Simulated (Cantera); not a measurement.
Ignition delay

Mixture: H₂ : O₂ : N₂ : H₂O = 1 : 0.602 : 4.04 : 0.42 (molar parts), equivalence ratio 0.83, at 323 Torr, adiabatic and at constant volume. Ignition delay is the time to a rise of 400 K.

Cantera simulation using GRI-Mech 3.0 (53 species, 325 reactions); the numbers are that mechanism's predictions, not measurements. Below about 950 K walls govern HO2 and H2O2 in real vessels. Where the delays flatten at high temperature, the 400 K rule measures the pace of heat release, not the induction time.

| T0 (K) | delay (ms) |
|---|---|
| 850 | 3630 |
| 950 | 2.33 |
| 1050 | 0.465 |
| 1150 | 0.233 |
| 1250 | 0.152 |
| 1350 | 0.118 |
| 1450 | 0.106 |
| 1550 | 0.107 |
